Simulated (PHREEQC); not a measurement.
**Ultrapure water in contact with air or piping: speciation**

Synthetic water in mg/kgw, 55 °C, pH 6.34, pe 1.4:

| constituent | mg/kgw |
|---|---|
| Na | 0.0072 |
| K | 0.00163 |
| Ca | 0.0147 |
| Mg | 0.00525 |
| Cl | 0.0132 |
| S(6) as SO4 | 0.0263 |
| Alkalinity as HCO3 | 0.0358 |
| F | 0.000292 |
| Zn | 7.6e-05 |
| Li | 2.11e-06 |
| Ba | 0.00054 |

Valence states are taken as typed.

Equilibrium calculation in PHREEQC: ion-association model, wateq4f.dat.

This is a speciation only: nothing precipitates in the calculation.

### Question
What charge-balance error does the model give?

### Answer
charge-balance error 0.2 %.

### Question
In which forms is Zn present?

### Answer
Zn+2 98 %, ZnOH+ 1.8 % of the Zn.

Constants without temperature data keep their 25 °C values here.
